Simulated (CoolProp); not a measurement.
A single-stage vapour-compression cycle with R11: evaporating at 284.15 K (dew point), condensing at 349.15 K (bubble point), superheat 10 K, subcooling 5 K, compressor efficiency 0.6, no pressure losses. Each further row changes one setting.

Values from CoolProp's reference Helmholtz-energy equation of state, Jacobsen 1992.

```json
[
 {"case": "as stated", "cooling COP": "(withheld)", "pressure ratio": "7.52", "discharge temperature (K)": "404.1", "refrigerating effect (kJ/kg)": "138", "volumetric capacity (kJ/m³)": "500"},
 {"case": "evaporating temperature 289.15 K", "cooling COP": "2.43", "pressure ratio": "6.21", "discharge temperature (K)": "399.3", "refrigerating effect (kJ/kg)": "(withheld)", "volumetric capacity (kJ/m³)": "(withheld)"},
 {"case": "condensing temperature 344.15 K", "cooling COP": "2.40", "pressure ratio": "6.63", "discharge temperature (K)": "(withheld)", "refrigerating effect (kJ/kg)": "142", "volumetric capacity (kJ/m³)": "517"},
 {"case": "subcooling 10 K", "cooling COP": "2.24", "pressure ratio": "7.52", "discharge temperature (K)": "404.1", "refrigerating effect (kJ/kg)": "142", "volumetric capacity (kJ/m³)": "517"},
 {"case": "superheat 20 K", "cooling COP": "(withheld)", "pressure ratio": "7.52", "discharge temperature (K)": "(withheld)", "refrigerating effect (kJ/kg)": "144", "volumetric capacity (kJ/m³)": "503"},
 {"case": "compressor efficiency 0.5", "cooling COP": "1.80", "pressure ratio": "7.52", "discharge temperature (K)": "423.1", "refrigerating effect (kJ/kg)": "138", "volumetric capacity (kJ/m³)": "500"}
]
```

Complete the blanks.


- as stated, cooling COP: 2.16
- evaporating temperature 289.15 K, refrigerating effect (kJ/kg): 140
- evaporating temperature 289.15 K, volumetric capacity (kJ/m³): 609
- condensing temperature 344.15 K, discharge temperature (K): 396.9
- superheat 20 K, cooling COP: 2.18
- superheat 20 K, discharge temperature (K): 416.5
